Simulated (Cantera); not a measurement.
Input: 1 mol HBr, 2.3 mol O₂, at 3248 K and 10.0 mbar.

Equilibrium computed with Cantera from the NASA thermochemical tables; the gas is ideal and each condensed phase is pure. Candidate condensed phases: Br₂, H₂O; 12 gas species. The numbers say what is thermodynamically allowed, not how fast it happens.

Base state: O 0.615, Br 0.163, H 0.143, O₂ 0.0612, OH 0.0145, H₂ 0.00202, H₂O 0.000515, HBr 0.000485 (mole fractions); condensed: gas only.

Task: What changes in the equilibrium state with this change: pressure from 10.0 mbar to 1.60 bar?

Result: 
```csv
species,before,after
O₂,0.0612,0.449
Br,0.163,0.236
O,0.615,0.132
H,0.143,0.0215
H₂O,0.000515,0.0632
HBr,0.000485,0.0168
OH,0.0145,0.0743
Br₂,4.70e-7,0.000158
HO₂,5.80e-7,0.000102
H₂,0.00202,0.00723
```

Task: What changes in the equilibrium state with this change: pressure from 10.0 mbar to 17.0 mbar?

Result: 
| species | before | after |
|---|---|---|
| O | 0.615 | 0.575 |
| Br | 0.163 | 0.169 |
| H | 0.143 | 0.138 |
| O₂ | 0.0612 | 0.0910 |
| OH | 0.0145 | 0.0221 |
| H₂O | 0.000515 | 0.00128 |
| HBr | 0.000485 | 0.000820 |

Task: What changes in the equilibrium state with this change: O₂ from 2.3 to 1.1 mol?

Result: 
```
species    before     after
-------  --------  --------
O           0.615     0.467
Br          0.163     0.251
H           0.143     0.223
O₂         0.0612    0.0353
OH         0.0145    0.0171
H₂        0.00202   0.00486
HBr      0.000485   0.00116
H₂O      0.000515  0.000942
```
